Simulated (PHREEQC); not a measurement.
A solution holds 0.013 mol Na2HPO4 per kg of water, at 25 °C. Closed to the air; pH follows from the charge balance.

Model: ion-association model, phreeqc.dat, run in PHREEQC.

This is a speciation only: nothing precipitates in the calculation.

Question: What pH does the model give?

Answer: pH 9.32.

Question: In which forms is Na present?

Answer: Na+ 99 %, NaHPO4- 1.2 % of the Na.

Complexes and solids missing from the database can't appear.
